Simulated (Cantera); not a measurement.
# Premixed flame

A freely propagating, adiabatic, planar premixed flame of H2 : O2 : N2 = 1 : 0.893 : 2.41 (molar parts), equivalence ratio 0.56, unburnt at 650 K and 100000 Pa; mixture-averaged transport, grid criteria slope 0.08 and curve 0.16, no radiation.

Model: the H2/O2 subset of GRI-Mech 3.0, which has no nitrogen chemistry, integrated in Cantera. Burning velocities carry a grid error of a few per cent, more on coarse grids. Lean hydrogen flames are cellular in practice and burn faster than this planar one.

```
z (mm)  T (K)  u (m/s)     x H2    x O2      x OH    x H2O   x H2O2       x O
------  -----  -------  -------  ------  --------  -------  -------  --------
-1.22     650     7.02    0.232   0.208     <1e-8    <1e-8    <1e-8     <1e-8
-0.811    650     7.02    0.232   0.208     <1e-8    <1e-8    <1e-8     <1e-8
-0.608    650     7.02    0.232   0.208     <1e-8  2.01e-8    <1e-8     <1e-8
-0.406    650     7.02    0.232   0.208     <1e-8  1.06e-6    <1e-8   1.51e-8
-0.203    672     7.20    0.225   0.208   8.37e-5  0.00130  5.30e-6   1.64e-5
-0.101    861     9.00    0.189   0.205  0.000913   0.0204  1.55e-5  0.000542
0        1248     12.6    0.100   0.169   0.00490   0.0997  9.52e-6   0.00724
0.101    1546     15.5   0.0349   0.121    0.0124    0.180  4.19e-6    0.0173
0.203    1702     16.9   0.0203   0.106    0.0163    0.204  2.18e-6    0.0195
0.406    1862     18.4   0.0158   0.102    0.0189    0.216  1.12e-6    0.0166
0.811    2014     19.7   0.0118   0.100    0.0194    0.228  6.41e-7    0.0119
1.62     2137     20.7  0.00754  0.1000    0.0176    0.238  4.19e-7   0.00734
3.24     2225     21.4  0.00404   0.101    0.0141    0.247  3.19e-7   0.00387
```
x: mole fraction of selected species; z is measured from the peak of heat release.

```json
{
  "laminar_burning_velocity": "702 cm/s",
  "thermal_thickness": "0.406 mm",
  "peak x(OH)": "0.0195",
  "peak x(H2O2)": "1.55e-5",
  "peak x(O)": "0.0195",
  "grid_points": "128"
}
```
